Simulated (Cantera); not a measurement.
An adiabatic, constant-pressure homogeneous reactor starts with H2 : O2 : N2 = 1 : 0.633 : 2.38 (molar parts), at 1023 K and 0.237 atm.

Detailed kinetics in Cantera: the H2/O2 subset of GRI-Mech 3.0, which has no nitrogen chemistry.

Q: Predict: time of steepest temperature rise; temperature at 0.800 s; equilibrium temperature; x(H2) at 0.800 s; x(O2) at 0.800 s; x(H) at 0.800 s; x(H2O) at 0.800 s; x(H2O2) at 0.800 s; x(OH) at 0.800 s; x(O) at 0.800 s.

A: 
```json
{
  "time_of_steepest_temperature_rise": "0.547 ms",
  "temperature at 0.800 s": "2512 K",
  "equilibrium_temperature": "2512 K",
  "x(H2) at 0.800 s": "0.0164 (gas-phase equilibrium 0.0164)",
  "x(O2) at 0.800 s": "0.0383 (gas-phase equilibrium 0.0383)",
  "x(H) at 0.800 s": "0.00697 (gas-phase equilibrium 0.00697)",
  "x(H2O) at 0.800 s": "0.247 (gas-phase equilibrium 0.247)",
  "x(H2O2) at 0.800 s": "1.72e-7 (gas-phase equilibrium 1.72e-7)",
  "x(OH) at 0.800 s": "0.0221 (gas-phase equilibrium 0.0221)",
  "x(O) at 0.800 s": "0.00617 (gas-phase equilibrium 0.00617)"
}
```
